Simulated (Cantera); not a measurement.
An isothermal, constant-pressure homogeneous reactor starts with C2H6 : N2 = 1 : 37 (molar parts), at 1923 K and 100.0 Torr. Integrator tolerance rtol = 1e-08.

Cantera simulation using GRI-Mech 3.0 (53 species, 325 reactions); the numbers are that mechanism's predictions, not measurements. GRI-Mech 3.0 stops at C3 and has no aromatics, soot or wall deposition, so with more carbon than oxygen in the feed, carbon stays in small species such as C2H2 where larger ones or solid carbon would form.

Problem. What does this change do: 1.8 parts H2O added?

Solution. 
```csv
quantity,before,after
x(C2H6) at 20.0 s,3.12e-12 (gas-phase equilibrium 1.41e-12),2.13e-12 (gas-phase equilibrium <1e-12)
x(CH4) at 20.0 s,2.45e-6 (gas-phase equilibrium 2.39e-6),4.01e-6 (gas-phase equilibrium 8.49e-7)
x(CH2) at 20.0 s,8.16e-9 (gas-phase equilibrium 7.96e-9),6.19e-9 (gas-phase equilibrium 1.31e-9)
x(C2H) at 20.0 s,4.12e-6 (gas-phase equilibrium 7.18e-7),2.13e-7 (gas-phase equilibrium 6.13e-9)
x(C2H2) at 20.0 s,0.0249 (gas-phase equilibrium 0.00433),0.00189 (gas-phase equilibrium 5.43e-5)
x(H2) at 20.0 s,0.0497 (gas-phase equilibrium 0.0497),0.107 (gas-phase equilibrium 0.107)
x(H) at 20.0 s,0.000579 (gas-phase equilibrium 0.000579),0.000851 (gas-phase equilibrium 0.000851)
```
